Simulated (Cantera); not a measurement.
Charge: 1 mol Si₃H₈, 0.036 mol Cl₂, 53 mol N₂, 2.2 mol HCl, equilibrated at 19.0 mbar.

Cantera equilibrium calculation (NASA polynomials, part measured and part estimated; ideal gas, pure solids and liquids). Candidate condensed phases: NH₄Cl, Si, Si₃N₄; 28 gas species. The feed counts by its element totals alone. N₂ is the only nitrogen source here; it is nearly inert below about 1500 K, so the nitride shown seldom forms there in practice. The numbers say what is thermodynamically allowed, not how fast it happens.

Over these rows the condensed part is Si₃N₄(s). Partial pressures as log10 of bar:

```csv
T (K),1000/T (1/K),log p SiCl₂,log p N₂,log p H₂,log p HCl
1098,0.9107,-7.91,-1.77,-2.88,-3.12
1198,0.8347,-6.86,-1.77,-2.88,-3.12
1298,0.7704,?,-1.77,-2.88,-3.12
1398,0.7153,-5.24,-1.77,-2.88,-3.13
1498,0.6676,-4.64,-1.77,-2.87,-3.15
1598,0.6258,-4.20,-1.77,-2.86,-3.21
```

Fit log p(SiCl₂) = a + b·(1000/T) to the five rows, give the apparent enthalpy, and predict the row at 1298 K.

Means: 1000/T = 0.7508, log p = -5.770. Sxy = -0.742718, Sxx = 0.0564147, so b = -13.17 and a = -5.770 − (-13.17)×0.7508 = 4.12.
Apparent enthalpy: −19.145 × (-13.17) = 252 kJ/mol. With the condensed phases at unit activity, 1/3 Si₃N₄(s) + 2 HCl(g) = SiCl₂(g) + 2/3 N₂(g) + H₂(g) links this pressure to the main gases: over the six rows their terms move log p by -0.20 in all, so the slope isn't that reaction's ΔH° alone. The five rows lie within 0.08 of the line.
Prediction at 1298 K: 4.12 + (-13.17)×0.7704 = -6.03. The computed value is -5.98, 0.05 from the line.
